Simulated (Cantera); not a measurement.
## Si + HF + H2 (silicon etching in halogen gases)

Feed: 1 mol Si, 8 mol HF, 0.35 mol H2, held at 5.00 Pa.

Cantera equilibrium calculation (NASA polynomials, part measured and part estimated; ideal gas, pure solids and liquids). Candidate condensed phases: Si; 25 gas species. The tables' values for SiF3, SiF2 are old estimates; treat these amounts as uncertain. Kinetics and transport are ignored.

```csv
T (°C),x HF,x H2,x SiF4,x SiF3,x H
277,0.544,0.320,0.136,<1e-12,<1e-12
377,0.544,0.320,0.136,<1e-12,<1e-12
477,0.544,0.320,0.136,1.00e-11,2.53e-11
577,0.544,0.320,0.136,1.23e-9,1.64e-9
677,0.544,0.320,0.136,5.40e-8,4.45e-8
777,0.544,0.320,0.136,1.15e-6,6.49e-7
877,0.544,0.320,0.136,1.42e-5,5.97e-6
977,0.544,0.320,0.136,0.000116,3.86e-5
1077,0.545,0.319,0.135,0.000692,0.000190
1177,0.546,0.317,0.133,0.00313,0.000753
1277,0.552,0.310,0.124,0.0109,0.00248
```
x: gas mole fraction; nothing condenses.

From 277 °C to 1277 °C nothing is condensed. The main Si-bearing gas is SiF4 throughout.
